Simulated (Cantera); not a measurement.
A closed system holds: 1 mol Cu2O, 1.2 mol CH4, 2.5 mol H2, equilibrated at 700 °C and 100 Torr.

Cantera equilibrium calculation (NASA polynomials, part measured and part estimated; ideal gas, pure solids and liquids). Candidate condensed phases: C, C6H6, C7H8, C8H18, Cu, CuO, Cu(OH)2, Cu2O, H2O; 113 gas species. The numbers say what is thermodynamically allowed, not how fast it happens.

Base state: H2 0.818, CO 0.157, CH4 0.0114, H2O 0.0106, CO2 0.00327 (mole fractions); condensed: C(graphite) + Cu(s).

### Question
What changes in the equilibrium state with this change: CH4 from 1.2 to 2.1 mol?

### Answer
| species | before | after |
|---|---|---|
| H2 | 0.818 | 0.857 |
| CO | 0.157 | 0.120 |
| CH4 | 0.0114 | 0.0125 |
| H2O | 0.0106 | 0.00853 |
| CO2 | 0.00327 | 0.00193 |
| C(graphite), mol | 0.214 | 1.08 |
| Cu(s), mol | 2.00 | 2.00 |

### Question
What changes in the equilibrium state with this change: temperature from 700 °C to 1350 °C?

### Answer
| species | before | after |
|---|---|---|
| H2 | 0.818 | 0.830 |
| CO | 0.157 | 0.169 |
| Cu | <1e-9 | 0.000417 |
| CH4 | 0.0114 | 0.000136 |
| H2O | 0.0106 | 1.42e-5 |
| H | 2.69e-9 | 0.000173 |
| C2H2 (acetylene) | <1e-9 | 2.90e-5 |
| C(graphite), mol | 0.214 | 0.199 |
| Cu(s), mol | 2.00 | 0 |
| Cu(l), mol | 0 | 2.00 |
